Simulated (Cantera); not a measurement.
What does this Cantera script print?

```python
import numpy as np
import cantera as ct

gas_names = """
    CL CL2 N N2 Si SiCL SiCL2 SiCL3 SiCL4 SiN Si2 Si2N Si3
""".split()
cond_names = """
    Si(cr) Si(L) Si3N4(a)
""".split()


# ... load() reads the species with a 1 bar reference pressure and builds the phases ...
atoms = {
    'SiCl4': {'Si': 1, 'CL': 4},
    'N2': {'N': 2},
}
top_T = {'Si3N4(a)': 2400}  # K; cautious upper limits of use, not melting points


# ... equilibrate(T, P, feed) seeds the gas with the atoms and calls Mixture.equilibrate('TP', solver="vcs", rtol=1e-11, max_steps=5000) ...
results = []
feed = {'SiCl4': 1, 'N2': 24}  # mol
T = 1323.15  # K
for P in [5, 36, 260, 1900, 14000, 100000]:
    mix = equilibrate(T, P, feed)
    results.append((T, P, feed, dict(zip(mix.species_names, mix.species_moles))))
    x = sorted(zip(gas.X, gas.species_names), reverse=True)
    print(f"T = {T:g} K  P = {P:g} Pa  gas = {mix.phase_moles(0):.4g} mol")
    print("   x: " + "  ".join(f"{s} {v:.3e}" for v, s in x if v > 1e-06))
    print("   condensed (mol): " + ("  ".join(f"{mix.phase(i).name} {mix.phase_moles(i):.4g}"
          for i in range(1, mix.n_phases) if mix.phase_moles(i) > 1e-12) or "none"))
```

Output:

```
T = 1323.15 K  P = 5 Pa  gas = 25.15 mol
   x: N2 9.542e-01  SiCL4 3.516e-02  CL 6.071e-03  SiCL3 3.100e-03  SiCL2 1.494e-03  CL2 7.981e-06
   condensed (mol): none
T = 1323.15 K  P = 36 Pa  gas = 25.05 mol
   x: N2 9.581e-01  SiCL4 3.820e-02  CL 1.993e-03  SiCL3 1.425e-03  SiCL2 2.905e-04  CL2 6.194e-06
   condensed (mol): none
T = 1323.15 K  P = 260 Pa  gas = 25.02 mol
   x: N2 9.593e-01  SiCL4 3.933e-02  CL 6.815e-04  SiCL3 5.939e-04  SiCL2 4.903e-05  CL2 5.230e-06
   condensed (mol): none
T = 1323.15 K  P = 1900 Pa  gas = 25.01 mol
   x: N2 9.598e-01  SiCL4 3.975e-02  CL 2.394e-04  SiCL3 2.338e-04  SiCL2 7.519e-06  CL2 4.717e-06
   condensed (mol): none
T = 1323.15 K  P = 14000 Pa  gas = 25 mol
   x: N2 9.599e-01  SiCL4 3.990e-02  SiCL3 9.057e-05  CL 8.422e-05  CL2 4.300e-06  SiCL2 1.124e-06
   condensed (mol): none
T = 1323.15 K  P = 100000 Pa  gas = 25 mol
   x: N2 9.600e-01  SiCL4 3.996e-02  SiCL3 3.644e-05  CL 2.935e-05  CL2 3.729e-06
   condensed (mol): none
```

Method: chemical equilibrium by Gibbs-energy minimisation in Cantera with the NASA 1993 tables (ideal gas, pure condensed phases). The tables' values for SiCl3 are old estimates; treat these amounts as uncertain.
